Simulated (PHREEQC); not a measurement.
Dissolve 170 mmol/kgw KH2PO4, 0.039 mmol/kgw K2HPO4 and 0.0086 mmol/kgw H4SiO4 at 14 °C. Closed to the air; pH follows from the charge balance.

Equilibrium calculation in PHREEQC: ion-association model, phreeqc.dat.

| quantity | before | after |
|---|---|---|
| pH | 4.42 | 8.54 |
| ionic strength (mol/kgw) | 0.171 | 0.000115 |
| HPO4-2 (mol/kgw) | 0.000618 | 3.72e-5 |
| KHPO4- (mol/kgw) | 6.30e-5 | 5.39e-9 |

Q: Name the change that produced these shifts.
(A) H4SiO4 left out
(B) KH2PO4 from 0.17 to 0.187 mol/kgw
(C) diluted 5-fold with water
(D) KH2PO4 left out
(E) 0.03 mol/kgw CO2 added

A: D, KH2PO4 left out

Precipitation was switched off in this run. At this temperature some constants are extrapolated from 25 °C, and those without enthalpy data are left unchanged.
